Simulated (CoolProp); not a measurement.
Vapour-liquid equilibrium of R245fa (1) + n-pentane (2) at 21.75 °C; x and y are mole fractions of (1).

Values from CoolProp's multi-fluid Helmholtz-energy mixture model, Akasaka 2015 and Thol 2019; pair parameters Bell 2016.

Question: Give the bubble pressure and the first vapour's composition at x = 0.5, 0.65, 0.8. Is there an azeotrope?

Answer: x = 0.5: 1.582 bar, y = 0.674; x = 0.65: 1.589 bar, y = 0.685; x = 0.8: 1.577 bar, y = 0.727. y crosses x between x = 0.65 and 0.8: the model has an azeotrope there.

Pair parameters are fitted to limited data, so mixtures are less certain than the pure fluids. With so large a gap from Raoult's law the liquid may split in two, which this calculation doesn't test in full.
